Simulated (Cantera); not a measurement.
Feed: 1 mol FeS2, 0.74 mol O2, 1.4 mol CO2, equilibrated at 13.3 mbar.

These are equilibrium values from Cantera (NASA tables, ideal gas, pure condensed phases), not measurements of a reactor. Candidate condensed phases: C, Fe, Fe(CO)5, FeO, FeS, FeSO4, FeS2, Fe2O3, Fe2(SO4)3, Fe3O4, S; 25 gas species. Metal and sulfide melt together well below either melting point, which pure phases cannot show. Mutual solubility and eutectic melting of coexisting phases are not modelled. The tables' stoichiometric FeO is somewhat more stable than real wüstite, so its field is too wide. FeO, FeS: taken at fixed stoichiometry. The numbers say what is thermodynamically allowed, not how fast it happens. All values below are at 1500 K.

Base state: CO2 0.367, SO2 0.238, S2 0.204, CO 0.178, SO 0.00830, S2O 0.00252, COS 0.00112, S 0.000159 (mole fractions); condensed: FeO(s) + FeS(l).

Question: What changes in the equilibrium state with this change: FeS2 replaced by MgO?

Answer: 
| species | before | after |
|---|---|---|
| CO2 | 0.367 | 0.654 |
| O2 | 7.63e-9 | 0.346 |
| CO | 0.178 | 4.72e-5 |
| SO2 | 0.238 | 0 |
| S2 | 0.204 | 0 |
| SO | 0.00830 | 0 |
| S2O | 0.00252 | 0 |
| COS | 0.00112 | 0 |
| S | 0.000159 | 0 |
| O | 3.07e-9 | 2.07e-5 |
| FeO(s), mol | 0.692 | 0 |
| FeS(l), mol | 0.308 | 0 |
| MgO(s), mol | 0 | 1.00 |
Further candidate phases: Mg, MgCO3, MgO.
